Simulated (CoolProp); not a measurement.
The fluid at 298.15 K and 3.66 MPa flows at 1.3 m/s in a round tube of 1 mm bore and 45 µm roughness, fully developed (64/Re and Nu = 3.66 if laminar; Colebrook and Gnielinski if turbulent). The same conditions are run with several fluids, on thermodynamics alone (safety and materials aside).

Values from CoolProp's reference Helmholtz-energy equation of state of each fluid (R227EA: Lemmon 2016; R245fa: Akasaka 2015; ammonia: Gao 2020; n-butane: Bücker 2006; n-decane: Lemmon 2006).

```
fluid     Reynolds number  Darcy friction factor  pressure drop (Pa/m)  heat-transfer coefficient (W/(m² K))  mass flow (kg/h)
--------  ---------------  ---------------------  --------------------  ------------------------------------  ----------------
R227EA               7090                 0.0715                 85300                                  5030              5.19
R245fa               4230                 0.0736                 83900                                  4340        (withheld)
ammonia              5870                 0.0721                 36900                                 22800              2.23
n-butane             4530                 0.0732                 35800                                  4780              2.13
n-decane       (withheld)             (withheld)                 36800                                   479        (withheld)
```

Fill in the missing entries.


- R245fa, mass flow (kg/h): 4.96
- n-decane, Reynolds number: 1070
- n-decane, Darcy friction factor: 0.0597
- n-decane, mass flow (kg/h): 2.68

Transport values come from each fluid's own correlations; those of R227EA, R245fa are estimates that may be off by 10 % or more.
